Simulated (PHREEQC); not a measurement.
Make-up at 20 °C: 0.078 mol/kgw NaNO3. Closed to the air; pH follows from the charge balance.

All values are PHREEQC results (ion-association model, wateq4f.dat), not measurements.

ionic strength: 0.0780 mol/kgw

```json
[
 {"species": "NO3-", "molality": "0.0780", "activity": "0.0604", "log γ": "-0.111"},
 {"species": "Na+", "molality": "0.0780", "activity": "0.0623", "log γ": "-0.098"},
 {"species": "H+", "molality": "1.02e-7", "activity": "8.51e-8", "log γ": "-0.077"},
 {"species": "OH-", "molality": "1.02e-7", "activity": "7.95e-8", "log γ": "-0.107"}
]
```

Precipitation was switched off in this run.
